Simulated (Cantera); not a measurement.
Cantera run:

```python
import numpy as np
import cantera as ct

gas_names = """
    CL CL2 H HCL H2 N NH NH2 NH3 N2 N2H2 N2H4 Si SiCL SiCL2 SiCL3 SiCL4 SiH SiHCL3 SiH2 SiH2CL2 SiH3
    SiH3CL SiH4 SiN Si2 Si2N Si3
""".split()
cond_names = """
    NH4CL(a) NH4CL(b) Si(cr) Si(L) Si3N4(a)
""".split()


# ... load() reads the species with a 1 bar reference pressure and builds the phases ...
atoms = {
    'SiCl4': {'Si': 1, 'CL': 4},
    'NH3': {'N': 1, 'H': 3},
    'N2': {'N': 2},
}
top_T = {'Si3N4(a)': 2400}  # K; cautious upper limits of use, not melting points


# ... equilibrate(T, P, feed) seeds the gas with the atoms and calls Mixture.equilibrate('TP', solver="vcs", rtol=1e-11, max_steps=5000) ...
results = []
feed = {'SiCl4': 1, 'NH3': 4.4, 'N2': 4.4}  # mol
P = 330  # Pa
for T in [1423, 1473, 1523, 1573, 1623, 1673, 1723, 1773, 1823, 1873, 1923, 1973, 2023]:
    mix = equilibrate(T, P, feed)
    results.append((T, P, feed, dict(zip(mix.species_names, mix.species_moles))))

top = {s: max(r[3][s] / sum(r[3][g] for g in gas_names) for r in results) for s in gas_names}
cols = sorted((s for s in top if top[s] > 0.001), key=lambda s: -top[s])[:9]
seen = [c for c in cond_names if any(r[3].get(c, 0) > 1e-12 for r in results)]
print("log10 of partial pressures in bar; condensed amounts in mol")
print(f"{'T/K':>10s}" + "".join(f"{s[:9]:>10s}" for s in cols + seen))
for T, P, feed, n in results:
    ng = sum(n[g] for g in gas_names)
    print(f"{T:10.4g}" + "".join(f"{np.log10(max(n[s] / ng * P / 1e5, 1e-99)):10.3f}" for s in cols)
          + "".join(f"{n.get(c, 0):10.4g}" for c in seen))
```

It prints:

```
log10 of partial pressures in bar; condensed amounts in mol
       T/K        N2        H2       HCL     SiCL2         H        Si        CL      SiCL     SiCL3  Si3N4(a)
      1423    -2.862    -2.958    -3.121    -4.242    -6.657   -10.254    -6.906    -8.733    -5.260    0.2367
      1473    -2.857    -2.947    -3.168    -4.026    -6.371    -9.396    -6.683    -8.126    -5.246    0.1817
      1523    -2.852    -2.935    -3.230    -3.862    -6.104    -8.596    -6.494    -7.579    -5.291    0.1169
      1573    -2.847    -2.923    -3.303    -3.742    -5.852    -7.848    -6.332    -7.084    -5.381   0.04992
      1623    -2.844    -2.915    -3.366    -3.671    -5.618    -7.203    -6.173    -6.669    -5.500         0
      1673    -2.844    -2.916    -3.365    -3.670    -5.401    -6.790    -5.959    -6.409    -5.613         0
      1723    -2.844    -2.916    -3.365    -3.670    -5.197    -6.403    -5.757    -6.165    -5.720         0
      1773    -2.845    -2.918    -3.364    -3.672    -5.005    -6.039    -5.566    -5.937    -5.822         0
      1823    -2.845    -2.920    -3.363    -3.676    -4.823    -5.700    -5.384    -5.725    -5.919         0
      1873    -2.846    -2.923    -3.360    -3.683    -4.651    -5.387    -5.210    -5.530    -6.013         0
      1923    -2.848    -2.927    -3.355    -3.696    -4.490    -5.103    -5.041    -5.354    -6.103         0
      1973    -2.850    -2.934    -3.347    -3.716    -4.337    -4.851    -4.876    -5.201    -6.193         0
      2023    -2.853    -2.943    -3.335    -3.747    -4.193    -4.634    -4.714    -5.071    -6.284         0
```

Cantera equilibrium calculation (NASA polynomials, part measured and part estimated; ideal gas, pure solids and liquids). The tables' values for SiCl, SiCl3, SiN are old estimates; treat these amounts as uncertain. Gases not in the tables: Si2H6 and higher silanes.
